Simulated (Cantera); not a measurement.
What does this Cantera script print?

```python
import numpy as np
import cantera as ct

gas_names = """
    B BH BH2 BH3 BN BO BO2 B2 B2O B2O2 B2O3 B3O3H3 H HBO HBO2 HNO HNO2 HNO3 HO2 H2 H2O H2O2 H3B3O6 N NH
    NH2 NH3 NH2OH NO NO2 NO3 N2 N2H2 N2H4 N2O O OH O2 O3
""".split()
cond_names = """
    B(b) B(L) BN(s) B2O3(L) B3O3H3(cr) H2O(s) H2O(L)
""".split()


def load(file, names, dense=False):
    # The tables refer to 1 bar. Condensed volumes are neglected.
    table = {s.name: s for s in ct.Species.list_from_file(file)}
    out = []
    for n in names:
        d = dict(table[n].input_data)
        d["thermo"] = dict(d["thermo"], **{"reference-pressure": 1e5})
        if dense:
            d["equation-of-state"] = {"model": "constant-volume", "density": "1e6 g/cm^3"}
        out.append(ct.Species.from_dict(d))
    return out


gas = ct.Solution(thermo="ideal-gas", species=load("nasa_gas.yaml", gas_names))
cond = {s.name: ct.Solution(thermo="fixed-stoichiometry", species=[s], name=s.name)
        for s in load("nasa_condensed.yaml", cond_names, dense=True)}
atoms = {
    'BN': {'B': 1, 'N': 1},
    'H2O': {'H': 2, 'O': 1},
    'H2': {'H': 2},
}
top_T = {'BN(s)': 3200}  # K; cautious upper limits of use, not melting points


def equilibrate(T, P, feed):
    n = {}
    for name, mol in feed.items():
        for a, k in atoms[name].items():
            n[a] = n.get(a, 0.0) + k * mol
    gas.TPX = T, P, n
    mass = sum(n.values()) * gas.mean_molecular_weight
    gas.equilibrate("TP")
    valid = [c for c in cond.values() if c.min_temp <= T <= top_T.get(c.name, c.max_temp)]
    mix = ct.Mixture([(gas, mass / gas.mean_molecular_weight)] + [(c, 0.0) for c in valid])
    mix.T, mix.P = T, P
    mix.equilibrate("TP", solver="vcs", rtol=1e-11, max_steps=5000)
    return mix


results = []
feed = {'BN': 1, 'H2O': 2.3, 'H2': 2}  # mol
T = 998  # K
P = 1333.22  # Pa
mix = equilibrate(T, P, feed)
results.append((T, P, feed, dict(zip(mix.species_names, mix.species_moles))))
x = sorted(zip(gas.X, gas.species_names), reverse=True)
print(f"T = {T:g} K  P = {P:g} Pa  gas = {mix.phase_moles(0):.4g} mol")
print("   x: " + "  ".join(f"{s} {v:.3e}" for v, s in x if v > 1e-06))
print("   condensed (mol): " + ("  ".join(f"{mix.phase(i).name} {mix.phase_moles(i):.4g}"
      for i in range(1, mix.n_phases) if mix.phase_moles(i) > 1e-12) or "none"))
```

Output:

```
T = 998 K  P = 1333.22 Pa  gas = 4.8 mol
   x: H2 7.292e-01  H2O 1.663e-01  N2 1.042e-01  H3B3O6 2.204e-04  HBO2 8.878e-05  NH3 1.581e-06
   condensed (mol): B2O3(L) 0.4982
```

Equilibrium computed with Cantera from the NASA thermochemical tables; the gas is ideal and each condensed phase is pure. Gases not in the tables: H3BO3.
